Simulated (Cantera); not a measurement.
An adiabatic, constant-volume homogeneous reactor starts with 14.5 % CH₄, 1.88 % CO, 17.5 % O₂, 66.1 % N₂, equivalence ratio 1.7, at 1525 K and 3.10 bar.

Detailed kinetics in Cantera: GRI-Mech 3.0 (53 species, 325 reactions).

Q: Predict: time of steepest temperature rise; temperature at 0.200 s; equilibrium temperature; x(CO) at 0.200 s; x(O₂) at 0.200 s; x(H₂O₂) at 0.200 s; x(NO₂) at 0.200 s; x(H₂) at 0.200 s.

A: 
| Item | Value |
|---|---|
| time of steepest temperature rise | 0.474 ms |
| temperature at 0.200 s | 2953 K |
| equilibrium temperature | 2953 K |
| x(CO) at 0.200 s | 0.120 (gas-phase equilibrium 0.120) |
| x(O₂) at 0.200 s | 0.000480 (gas-phase equilibrium 0.000480) |
| x(H₂O₂) at 0.200 s | 1.34e-7 (gas-phase equilibrium 1.34e-7) |
| x(NO₂) at 0.200 s | 1.38e-7 (gas-phase equilibrium 1.38e-7) |
| x(H₂) at 0.200 s | 0.0980 (gas-phase equilibrium 0.0980) |
